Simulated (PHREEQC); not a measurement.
Make-up at 25 °C: 0.13 mol/kgw HF, 0.0053 mol/kgw (NH4)2SiF6 and 0.0011 mol/kgw H3PO4. Closed to the air; pH follows from the charge balance.

Equilibrium calculation in PHREEQC: ion-association model, phreeqc.dat.

```tsv
quantity	before	after
pH	1.96	1.91
ionic strength (mol/kgw)	0.0283	0.0320
HF (mol/kgw)	0.114	0.106
F- (mol/kgw)	0.00832	0.00687
HF2- (mol/kgw)	0.00365	0.00278
NH3 (mol/kgw)	4.63e-10	4.06e-10
SI of Quartz (SiO2)	-7.98	-7.55
```

### Question
Which change was made?
A) H3PO4 left out
B) 0.002 mol/kgw H4SiO4 added
C) HF from 0.13 to 0.065 mol/kgw
D) HF left out
E) H3PO4 from 0.0011 to 0.00011 mol/kgw

### Answer
B, 0.002 mol/kgw H4SiO4 added

No solid was allowed to form. SiF6-2 is the database's only silicon fluoride.
